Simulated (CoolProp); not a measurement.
Computed with CoolProp (reference Helmholtz-energy equation of state, Thol 2019).

**Question.** For dodecamethylpentasiloxane (MD3M), give the phase and the Z, speed of sound (m/s), isothermal compressibility (1/MPa), fugacity coefficient at 283.25 °C and 78.1 kPa; 283.25 °C and 1390 kPa; 283.25 °C and 4770 kPa.

**Answer.** 
- 283.25 °C and 78.1 kPa: gas; Z 0.948, speed of sound 105, isothermal compressibility 13.5, fugacity coefficient 0.951
- 283.25 °C and 1390 kPa: liquid; Z 0.195, speed of sound 292, isothermal compressibility 0.0223, fugacity coefficient 0.205
- 283.25 °C and 4770 kPa: liquid; Z 0.633, speed of sound 383, isothermal compressibility 0.0121, fugacity coefficient 0.0944
